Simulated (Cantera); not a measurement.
## Equilibrium for fluorocarbon and chlorocarbon gases: CF₄ + Si + F₂

Input: 1 mol CF₄, 0.18 mol Si, 2.4 mol F₂, at 0.133 bar.

Cantera equilibrium calculation (NASA polynomials, part measured and part estimated; ideal gas, pure solids and liquids). Candidate condensed phases: C, Si, SiC; 23 gas species. The tables' values for SiF₃ are old estimates; treat these amounts as uncertain. Gases not in the tables: C₂F₆ and larger saturated fluorocarbons. Equilibrium is a limit: real reactors are often held back by kinetics, nucleation or transport.

From 2300 K to 2825 K nothing is condensed. The main Si-bearing gas is SiF₄ throughout.

```csv
T (K),x F,x CF₄,x CF₂,x SiF₄,x CF₃
2300,0.776,0.189,0.000313,0.0342,0.000419
2375,0.776,0.187,0.00138,0.0341,0.00101
2450,0.779,0.180,0.00539,0.0338,0.00224
2525,0.785,0.160,0.0177,0.0328,0.00435
2600,0.797,0.120,0.0446,0.0309,0.00673
2675,0.814,0.0692,0.0797,0.0283,0.00765
2750,0.827,0.0314,0.106,0.0263,0.00661
2825,0.834,0.0124,0.118,0.0251,0.00486
```
x: gas mole fraction; nothing condenses.
